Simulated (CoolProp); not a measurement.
Properties of n-perfluorohexane at several states.

Values from CoolProp's reference Helmholtz-energy equation of state, Gao 2022.

| T (K) | p (kPa) | phase | density (kg/m³) | isothermal compressibility (1/MPa) | expansivity (1/kK) | fugacity coefficient |
|---|---|---|---|---|---|---|
| 274.4 | 20.5 | liquid | 1744 | 0.002115 | 1.607 | 0.4474 |
| 420.2 | 1970 | liquid | 1225 | 0.03287 | 5.173 | 0.4146 |
| 377 | 65.9 | gas | 7.287 | 15.57 | 2.891 | 0.9758 |
| 252.1 | 158 | liquid | 1806 | 0.001695 | 1.526 | 0.01543 |
